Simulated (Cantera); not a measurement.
Feed: 1 mol Fe₂O₃, 19 mol H₂, 0.11 mol H₂O, equilibrated at 60.0 Pa.

Equilibrium computed with Cantera from the NASA thermochemical tables; the gas is ideal and each condensed phase is pure. Candidate condensed phases: Fe, FeO, Fe(OH)₂, Fe(OH)₃, Fe₂O₃, Fe₃O₄, H₂O; 12 gas species. The tables' stoichiometric FeO is somewhat more stable than real wüstite, so its field is too wide. FeO: taken at fixed stoichiometry. Kinetics and transport are ignored.

x: gas mole fraction; n: condensed amount in mol.

```
T (K)   x H₂  x H₂O      x H      x Fe  x Fe(OH)₂      x OH  n Fe(α)  n FeO(s)  n Fe(γ)
-----  -----  -----  -------  --------  ---------  --------  -------  --------  -------
950    0.865  0.135  2.11e-8  1.86e-12   4.83e-10  4.87e-12     1.48     0.524        0
1000   0.848  0.152        ?         ?          ?         ?        ?         ?        0
1050   0.837  0.163  3.03e-7  2.55e-10    4.98e-9  1.88e-10     2.00         0        0
1100   0.837  0.163  9.66e-7   2.10e-9    1.14e-8  8.37e-10     2.00         0        0
1150   0.837  0.163  2.79e-6   1.43e-8    2.42e-8   3.27e-9     2.00         0        0
1200   0.837  0.163  7.37e-6   8.27e-8    4.82e-8   1.14e-8        0         0     2.00
1250   0.837  0.163        ?         ?          ?         ?        0         0     2.00
1300   0.837  0.163  4.13e-5   1.82e-6    1.64e-7   1.05e-7        0         0     2.00
```

**Question.** Some entries are withheld; supply them.

**Answer.** 
- 1000, x H: 8.53e-8
- 1000, x Fe: 2.48e-11
- 1000, x Fe(OH)₂: 1.71e-9
- 1000, x OH: 3.37e-11
- 1000, n Fe(α): 1.79
- 1000, n FeO(s): 0.213
- 1250, x H: 1.81e-5
- 1250, x Fe: 4.13e-7
- 1250, x Fe(OH)₂: 9.10e-8
- 1250, x OH: 3.62e-8
